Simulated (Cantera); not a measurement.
A Cantera script and what it prints.

```python
import numpy as np
import cantera as ct

gas_names = """
    Fe FeO O O2 O3 S SO SO2 SO3 S2 S2O S8
""".split()
cond_names = """
    Fe(a) Fe(c) Fe(d) Fe(L) FeO(s) FeO(L) FeS(a) FeS(b) FeS(c) FeS(L) FeSO4(s) FeS2(s) Fe2O3(s)
    Fe2S3O12(s) Fe3O4(s) S(cr1) S(cr2) S(L)
""".split()


# ... load() reads the species with a 1 bar reference pressure and builds the phases ...
atoms = {
    'Fe2O3': {'Fe': 2, 'O': 3},
    'SO3': {'S': 1, 'O': 3},
    'O2': {'O': 2},
}
top_T = {'FeSO4(s)': 950, 'FeS2(s)': 1010, 'Fe2O3(s)': 1830, 'Fe2S3O12(s)': 1100, 'Fe3O4(s)': 1870}  # K; cautious upper limits of use, not melting points


# ... equilibrate(T, P, feed) seeds the gas with the atoms and calls Mixture.equilibrate('TP', solver="vcs", rtol=1e-11, max_steps=5000) ...
results = []
T = 973.15  # K
P = 75000  # Pa
for m in [0.12, 0.17, 0.24, 0.34, 0.48, 0.68, 0.97, 1.4, 2, 2.8, 3.9]:
    feed = {'Fe2O3': 1, 'SO3': m, 'O2': 1.5}  # mol
    mix = equilibrate(T, P, feed)
    results.append((T, P, feed, dict(zip(mix.species_names, mix.species_moles))))

top = {s: max(r[3][s] / sum(r[3][g] for g in gas_names) for r in results) for s in gas_names}
cols = sorted((s for s in top if top[s] > 1e-06), key=lambda s: -top[s])[:6]
seen = [c for c in cond_names if any(r[3].get(c, 0) > 1e-12 for r in results)]
print("log10 of partial pressures in bar; condensed amounts in mol")
print(f"{'n(SO3)':>10s}" + "".join(f"{s[:9]:>10s}" for s in cols + seen))
for T, P, feed, n in results:
    ng = sum(n[g] for g in gas_names)
    print(f"{feed['SO3']:10.4g}" + "".join(f"{np.log10(max(n[s] / ng * P / 1e5, 1e-99)):10.3f}" for s in cols)
          + "".join(f"{n.get(c, 0):10.4g}" for c in seen))
```

Output:

```
log10 of partial pressures in bar; condensed amounts in mol
    n(SO3)        O2       SO3       SO2  Fe2O3(s) Fe2S3O12(
      0.12    -0.158    -1.431    -1.749         1         0
      0.17    -0.171    -1.297    -1.609         1         0
      0.24    -0.188    -1.170    -1.474         1         0
      0.34    -0.211    -1.051    -1.343         1         0
      0.48    -0.240    -0.942    -1.220         1         0
      0.68    -0.277    -0.845    -1.104         1         0
      0.97    -0.323    -0.760    -0.996         1         0
       1.4    -0.327    -0.754    -0.988    0.8659    0.1341
         2    -0.327    -0.754    -0.988    0.6659    0.3341
       2.8    -0.327    -0.754    -0.988    0.3992    0.6008
       3.9    -0.327    -0.754    -0.988   0.03258    0.9674
```

Equilibrium computed with Cantera from the NASA thermochemical tables; the gas is ideal and each condensed phase is pure.
